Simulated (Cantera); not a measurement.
Feed: 1 mol CF4, 1 mol H2, equilibrated at 1152 °C and 2.10 mbar.

Cantera equilibrium calculation (NASA polynomials, part measured and part estimated; ideal gas, pure solids and liquids). Candidate condensed phases: C, C6H6, C7H8, C8H18; 95 gas species. Gases not in the tables: C2F6 and larger saturated fluorocarbons. Equilibrium is a limit: real reactors are often held back by kinetics, nucleation or transport.

Base state: HF 0.800, CF4 0.200, CF2 0.000128, F 3.54e-5, CF3 1.68e-5 (mole fractions); condensed: C(graphite).

Problem. What changes in the equilibrium state with this change: CF4 replaced by CH2F2?

Solution. 
```
species             before    after
----------------  --------  -------
HF                   0.800    0.667
H2                 2.74e-9    0.333
H                  7.79e-9  8.59e-5
CF4                  0.200    <1e-9
CF2               0.000128    <1e-9
CF3                1.68e-5    <1e-9
C(graphite), mol     0.500    1.000
```
